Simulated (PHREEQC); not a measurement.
Dissolve 0.13 mol/kgw ZnSO4, 0.00026 mol/kgw H3BO3 and 8.4e-05 mol/kgw HCl at 25 °C. Closed to the air; pH follows from the charge balance.

Model: ion-association model, phreeqc.dat, run in PHREEQC.

| Item | Value |
|---|---|
| pH | 4.54 |
| ionic strength | 0.257 mol/kgw |
| density | 1.018 g/cm³ |
| total alkalinity | -0.0840 meq/kg |

| species | molality | activity | log γ |
|---|---|---|---|
| Zn+2 | 0.0643 | 0.0175 | -0.564 |
| ZnSO4 | 0.0482 | 0.0512 | 0.026 |
| SO4-2 | 0.0467 | 0.0124 | -0.575 |
| Zn(SO4)2-2 | 0.0175 | 0.00517 | -0.529 |
| H3BO3 | 0.000260 | 0.000276 | 0.026 |
| Cl- | 8.02e-5 | 5.59e-5 | -0.157 |
| HSO4- | 4.79e-5 | 3.53e-5 | -0.132 |
| H+ | 3.70e-5 | 2.92e-5 | -0.103 |
| ZnCl+ | 3.77e-6 | 2.64e-6 | -0.155 |
| ZnOH+ | 8.91e-7 | 6.57e-7 | -0.132 |
| H2BO3- | 7.38e-9 | 5.44e-9 | -0.132 |
| ZnOHCl | 1.05e-9 | 1.11e-9 | 0.026 |

No solid was allowed to form. Complexes and solids missing from the database can't appear.
